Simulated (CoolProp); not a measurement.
A closed Brayton cycle with nitrogen: compressor inlet 327.15 K and 4.9 MPa, high pressure 13.7 MPa, turbine inlet 930 K, compressor efficiency 0.89, turbine efficiency 0.9, recuperator effectiveness 0 (on enthalpy, no pinch check). Each further row changes one setting.

Computed with CoolProp (reference Helmholtz-energy equation of state, Span 2000).

```json
[
 {"case": "as stated", "thermal efficiency (%)": "18.0", "net work (kJ/kg)": "96.8", "compressor to turbine work": "0.58", "compressor exit (K)": "454.3", "turbine exit (K)": "731.5"},
 {"case": "turbine inlet 880 K", "thermal efficiency (%)": "17.6", "net work (kJ/kg)": "84.3", "compressor to turbine work": "0.61", "compressor exit (K)": "454.3", "turbine exit (K)": "690.5"},
 {"case": "compressor inlet 337.15 K", "thermal efficiency (%)": "17.7", "net work (kJ/kg)": "92.5", "compressor to turbine work": "0.60", "compressor exit (K)": "468.0", "turbine exit (K)": "731.5"},
 {"case": "high pressure 11.6 MPa", "thermal efficiency (%)": "15.7", "net work (kJ/kg)": "88.0", "compressor to turbine work": "0.55", "compressor exit (K)": "431.2", "turbine exit (K)": "760.6"},
 {"case": "recuperator effectiveness 0.5", "thermal efficiency (%)": "25.1", "net work (kJ/kg)": "96.8", "compressor to turbine work": "0.58", "compressor exit (K)": "454.3", "turbine exit (K)": "731.5"}
]
```
